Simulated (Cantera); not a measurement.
An isothermal, constant-pressure homogeneous reactor starts with 3.12 % CH₄, 96.9 % N₂, at 1375 K and 0.132 atm.

Model: GRI-Mech 3.0 (53 species, 325 reactions), integrated in Cantera. GRI-Mech 3.0 stops at C3 and has no aromatics, soot or wall deposition, so with more carbon than oxygen in the feed, carbon stays in small species such as C2H2 where larger ones or solid carbon would form.

Problem. Predict: x(CH₄) at 50.0 s; x(HCN) at 50.0 s; x(H) at 50.0 s; x(C₂H₂) at 50.0 s; x(CH₃) at 50.0 s.

Solution. 
```
Property                                            Result
-----------------  ---------------------------------------
x(CH₄) at 50.0 s   0.0167 (gas-phase equilibrium 0.000264)
x(HCN) at 50.0 s    1.90e-9 (gas-phase equilibrium 0.0237)
x(H) at 50.0 s     7.05e-7 (gas-phase equilibrium 2.01e-6)
x(C₂H₂) at 50.0 s  0.00698 (gas-phase equilibrium 0.00315)
x(CH₃) at 50.0 s   1.10e-5 (gas-phase equilibrium 2.34e-7)
```
